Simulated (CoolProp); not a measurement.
n-butane along the isobar 2.38 MPa: density (kg/m³) from the reference equation and from simpler models built on Tc = 425.1 K, pc = 3.796 MPa, ω = 0.201; each cubic takes its own stable root.

The numbers come from the reference Helmholtz-energy equation of state, Bücker 2006 in CoolProp.

```
T (K)   phase  reference  Redlich-Kwong  Soave-Redlich-Kwong
-----  ------  ---------  -------------  -------------------
342.4  liquid      521.3          459.9                476.3
363.4  liquid      489.4          422.1                438.6
384.3  liquid      449.7          373.3                389.9
405.3     gas      62.17          60.12                60.94
426.3     gas      52.71          52.35                52.32
447.2     gas      46.97          47.14                46.81
468.2     gas      42.83          43.22                42.74
489.2     gas      39.62          40.10                39.55
510.1     gas      37.02          37.53                36.96
```
